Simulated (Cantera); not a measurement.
Charge: 1 mol SiH2Cl2, 33 mol H2, 0.13 mol C3H8, at 1.33 mbar.

Equilibrium computed with Cantera from the NASA thermochemical tables; the gas is ideal and each condensed phase is pure. Candidate condensed phases: C, C6H6, C7H8, C8H18, Si, SiC; 109 gas species. The tables' values for SiCl are old estimates; treat these amounts as uncertain. Rates play no part. All values below are at 2450 K.

Base state: H2 0.532, H 0.401, HCl 0.0281, Si 0.0193, Cl 0.0151, C2H2 (acetylene) 0.00206, SiC2 0.00192, SiH 0.000147 (mole fractions); condensed: gas only.

Question: What changes in the equilibrium state with this change: pressure from 1.33 mbar to 0.133 bar?

Answer: 
| species | before | after |
|---|---|---|
| H2 | 0.532 | 0.879 |
| H | 0.401 | 0.0516 |
| HCl | 0.0281 | 0.0468 |
| Cl | 0.0151 | 0.00195 |
| Si | 0.0193 | 0.0127 |
| Si3 | 5.32e-9 | 1.51e-5 |
| C3 | 4.99e-5 | 1.13e-7 |
| C | 4.13e-5 | 2.52e-7 |
| SiCl2 | 1.82e-5 | 0.00200 |
| SiH2 | 3.60e-6 | 0.000391 |
| SiC(s), mol | 0 | 0.201 |
Gases not in the tables: Si2H6 and higher silanes.
